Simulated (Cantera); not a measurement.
What does this Cantera script print?

```python
import numpy as np
import cantera as ct

gas_names = [...]  # 113 gases of nasa_gas.yaml made of C, H, O, Ti
cond_names = """
    C(gr) C6H6(L) C7H8(L) C8H18(L),n-octa H2O(s) H2O(L) Ti(a) Ti(b) Ti(L) TiC(s) TiC(L) TiO(a) TiO(b)
    TiO(L) TiO2(ru) TiO2(L) Ti2O3(a) Ti2O3(b) Ti2O3(L) Ti3O5(a) Ti3O5(b) Ti3O5(L) Ti4O7(s) Ti4O7(L)
""".split()


# ... load() reads the species with a 1 bar reference pressure and builds the phases ...
atoms = {
    'Ti(OiPr)4': {'Ti': 1, 'C': 12, 'H': 28, 'O': 4},
    'CH4': {'C': 1, 'H': 4},
}
top_T = {'C(gr)': 4500}  # K; cautious upper limits of use, not melting points


# ... equilibrate(T, P, feed) seeds the gas with the atoms and calls Mixture.equilibrate('TP', solver="vcs", rtol=1e-11, max_steps=5000) ...
results = []
feed = {'Ti(OiPr)4': 1, 'CH4': 0.51}  # mol
T = 1573.15  # K
for P in [10, 32, 100, 320, 1000, 3200, 10000, 32000, 100000]:
    mix = equilibrate(T, P, feed)
    results.append((T, P, feed, dict(zip(mix.species_names, mix.species_moles))))

top = {s: max(r[3][s] / sum(r[3][g] for g in gas_names) for r in results) for s in gas_names}
cols = sorted((s for s in top if top[s] > 0.0001), key=lambda s: -top[s])[:5]
seen = [c for c in cond_names if any(r[3].get(c, 0) > 1e-12 for r in results)]
print("log10 of partial pressures in bar; condensed amounts in mol")
print(f"{'P/Pa':>10s}" + "".join(f"{s[:9]:>10s}" for s in cols + seen))
for T, P, feed, n in results:
    ng = sum(n[g] for g in gas_names)
    print(f"{P:10.4g}" + "".join(f"{np.log10(max(n[s] / ng * P / 1e5, 1e-99)):10.3f}" for s in cols)
          + "".join(f"{n.get(c, 0):10.4g}" for c in seen))
```

Result:

```
log10 of partial pressures in bar; condensed amounts in mol
      P/Pa        H2        CO         H       CH4       H2O     C(gr)    TiC(s)
        10    -4.104    -4.678    -6.442   -10.945   -11.766     7.509         1
        32    -3.598    -4.172    -6.189    -9.934   -10.754     7.509         1
       100    -3.103    -3.677    -5.942    -8.943    -9.764     7.509         1
       320    -2.598    -3.172    -5.689    -7.932    -8.753     7.509         1
      1000    -2.103    -2.677    -5.442    -6.942    -7.763     7.509         1
      3200    -1.598    -2.172    -5.189    -5.932    -6.753     7.509         1
     1e+04    -1.103    -1.677    -4.941    -4.942    -5.763     7.508         1
   3.2e+04    -0.598    -1.172    -4.689    -3.932    -4.753     7.504         1
     1e+05    -0.103    -0.677    -4.442    -2.943    -3.764     7.491         1
```

These are equilibrium values from Cantera (NASA tables, ideal gas, pure condensed phases), not measurements of a reactor. The feed counts by its element totals alone. TiC: taken at fixed stoichiometry.
